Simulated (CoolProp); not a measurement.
Values from CoolProp's reference Helmholtz-energy equation of state, Akasaka 2019.

**Question.** For R1234ze(Z), give the phase and the density (kg/m³), cp (kJ/(kg K)), isothermal compressibility (1/MPa) at 381.5 K and 945 kPa; 401 K and 945 kPa; 440 K and 945 kPa.

**Answer.** 
- 381.5 K and 945 kPa: gas; density 40.7, cp 1.13, isothermal compressibility 1.30
- 401 K and 945 kPa: gas; density 37.3, cp 1.12, isothermal compressibility 1.24
- 440 K and 945 kPa: gas; density 32.4, cp 1.13, isothermal compressibility 1.17
